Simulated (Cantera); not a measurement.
## MgO + HF + H2 (oxide etching and cleaning by halides)

Charge: 1 mol MgO, 1 mol HF, 0.51 mol H2, held at 3.00 Pa.

Cantera equilibrium calculation (NASA polynomials, part measured and part estimated; ideal gas, pure solids and liquids). Candidate condensed phases: H2O, Mg, MgF2, MgO, Mg(OH)2; 31 gas species. Mutual solubility and eutectic melting of coexisting phases are not modelled. Kinetics and transport are ignored.

```
T (K)  log p HF  log p H2  log p H2O  log p MgF2  log p H  log p Mg  n MgF2(s)  n MgO(s)
-----  --------  --------  ---------  ----------  -------  --------  ---------  --------
775       -6.49     -4.82      -4.84        <-16   -14.41      <-16      0.495     0.505
875       -5.67     -4.84      -4.88      -13.71   -12.72      <-16      0.463     0.537
975       -5.10     -4.88      -5.05      -11.35   -11.38      <-16      0.346     0.654
1075      -4.80     -4.95      -5.52       -9.44   -10.31    -15.15      0.137     0.863
1175      -4.72     -4.99      -6.25       -7.87    -9.40    -12.43     0.0272     0.972
1275      -4.71     -4.99      -6.76       -6.76    -8.63    -10.22          0     0.991
1375      -4.72     -4.99      -6.52       -6.53    -7.96     -9.00          0     0.985
1475      -4.72     -5.00      -6.32       -6.33    -7.39     -7.96          0     0.976
1575      -4.73     -5.00      -6.12       -6.19    -6.88     -7.08          0     0.962
```
log p: log10 of the partial pressure in bar; n: condensed amount in mol.

From 775 K to 1175 K the condensed part is MgF2(s) + MgO(s). From 1275 K to 1575 K the condensed part is MgO(s).
